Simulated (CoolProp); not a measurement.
Vapour-liquid equilibrium of propylene (1) + 1-butene (2) at 0.833 bar; x and y are mole fractions of (1).

Values from CoolProp's multi-fluid Helmholtz-energy mixture model, Lemmon 2013 and Lemmon 2005; pair parameters Bell 2016.

```csv
x,bubble temperature (°C),y at the bubble point,dew temperature at overall composition x (°C),liquid density (mol/L)
0.05,-15.6,0.202,-12.2,11.44
0.2,?,0.570,-15.5,11.97
0.35,-33.6,0.755,-19.3,12.47
0.5,-39.4,0.859,?,12.95
0.65,-43.9,?,-29.0,13.44
0.8,-47.7,0.964,-35.9,13.94
0.95,?,0.992,-46.4,14.45
```

Question: Fill in the missing entries.

Answer: 
- 0.2, bubble temperature (°C): -26.0
- 0.5, dew temperature at overall composition x (°C): -23.7
- 0.65, y at the bubble point: 0.922
- 0.95, bubble temperature (°C): -50.9

No azeotrope shows between x = 0.05 and 0.95.

Pair parameters are fitted to limited data, so mixtures are less certain than the pure fluids.
